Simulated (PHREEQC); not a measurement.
Make-up at 25 °C and 300 atm: 0.21 mol KF per kg of water. Closed to the air; pH follows from the charge balance.

The numbers come from PHREEQC with the ion-association model, phreeqc.dat.

Precipitation was switched off in this run.

**Question.** What pH, density, activity of water does the model give?

**Answer.** pH 8.12; density 1.020 g/cm³; activity of water 0.993.

Species that the database lacks are ignored. Under pressure, the constants of complexes without a molar volume in the database are unreliable.
